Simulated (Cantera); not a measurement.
Input (Python, Cantera):

```python
import numpy as np
import cantera as ct

gas = ct.Solution("gri30.yaml")
gas.TPX = 1200, 490, {'C2H6': 1, 'N2': 6.4}
reactor = ct.IdealGasConstPressureReactor(gas, energy="off", clone=False)
net = ct.ReactorNet([reactor])
net.rtol, net.atol = 1e-08, 1e-18
show = ['C2H6', 'HCN', 'CH4', 'CH2', 'H2', 'C2H']
times = np.geomspace(0.0007, 200, 10)

steps = ct.SolutionArray(gas, extra=["t"])
rows = []
print(f"{'t/s':>10s}{'T/K':>9s}{'P/Pa':>11s}" + "".join(f"{s:>11s}" for s in show))
for t in times:
    while net.time < t:
        t_next = net.step()
        steps.append(gas.state, t=t_next)
    rows.append([np.interp(t, steps.t, y) for y in (steps.T, steps.P, *steps(*show).X.T)])
    print(f"{t:10.3e}{rows[-1][0]:9.1f}{rows[-1][1]:11.4g}" + "".join(f"{x:11.3e}" for x in rows[-1][2:]))
rate = np.gradient(steps.T, steps.t)
print("integrator steps:", len(steps.t))
if steps.T.max() > steps.T[0] + 200:
    print(f"time of steepest temperature rise: {steps.t[rate.argmax()]:.4e} s")
gas.TPX = 1200, 490, {'C2H6': 1, 'N2': 6.4}
gas.equilibrate("TP")
print(f"equilibrium (TP): T = {gas.T:.1f} K  " + "  ".join(f"{s} {gas[s].X[0]:.3e}" for s in show))
```

Output:

```
       t/s      T/K       P/Pa       C2H6        HCN        CH4        CH2         H2        C2H
 7.000e-04   1200.0        490  1.351e-01  4.925e-19  5.691e-07  1.060e-11  1.156e-07  9.718e-24
 2.827e-03   1200.0        490  1.351e-01  3.937e-15  8.562e-06  3.249e-10  8.006e-06  7.331e-19
 1.142e-02   1200.0        490  1.345e-01  9.045e-12  1.074e-04  4.872e-09  3.830e-04  5.063e-14
 4.610e-02   1200.0        490  1.265e-01  2.376e-10  1.351e-03  3.518e-08  5.979e-03  8.739e-12
 1.862e-01   1200.0        490  8.740e-02  7.064e-10  9.768e-03  4.190e-08  3.326e-02  8.039e-11
 7.519e-01   1200.0        490  1.584e-02  1.078e-09  3.049e-02  1.542e-08  8.628e-02  4.027e-10
 3.037e+00   1200.0        490  4.688e-04  1.133e-09  3.441e-02  5.130e-10  1.136e-01  2.299e-10
 1.226e+01   1200.0        490  1.868e-05  1.120e-09  3.404e-02  2.290e-11  1.261e-01  6.898e-11
 4.952e+01   1200.0        490  2.971e-06  1.105e-09  3.361e-02  4.043e-12  1.379e-01  3.725e-11
 2.000e+02   1200.0        490  1.595e-06  1.079e-09  3.282e-02  3.787e-12  1.585e-01  5.048e-11
integrator steps: 1474
equilibrium (TP): T = 1200.0 K  C2H6 1.222e-07  HCN 7.384e-02  CH4 5.700e-03  CH2 2.146e-12  H2 2.048e-01  C2H 7.576e-11
```

Detailed kinetics in Cantera: GRI-Mech 3.0 (53 species, 325 reactions). GRI-Mech 3.0 stops at C3 and has no aromatics, soot or wall deposition, so with more carbon than oxygen in the feed, carbon stays in small species such as C2H2 where larger ones or solid carbon would form. Radical loss at walls, strong at low pressure, is not modelled.
